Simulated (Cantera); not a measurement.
Source: NASA polynomial tables (part measured, part estimated), evaluated in Cantera. Values are per mole of reaction as written; species without (g) are pure solids or liquids, kept so even where they would boil at 1 bar.

a) C + S₂(g) ⇌ CS₂(g)
b) 1.5 Ni + S₂(g) ⇌ 0.5 Ni₃S₄
c) 2 H₂(g) + S₂(g) ⇌ 2 H₂S(g)
d) Ni + S₂(g) ⇌ NiS₂
e) 2 Ba + S₂(g) ⇌ 2 BaS
f) 4 Na + S₂(g) ⇌ 2 Na₂S
g) 2 Pb + S₂(g) ⇌ 2 PbS(g)

Problem. Order these by ΔG° at 525 K, most negative first.

Solution. e (-953 kJ), f (-731 kJ), b (-185 kJ), d (-163 kJ), c (-127 kJ), a (-14 kJ), g (60 kJ)
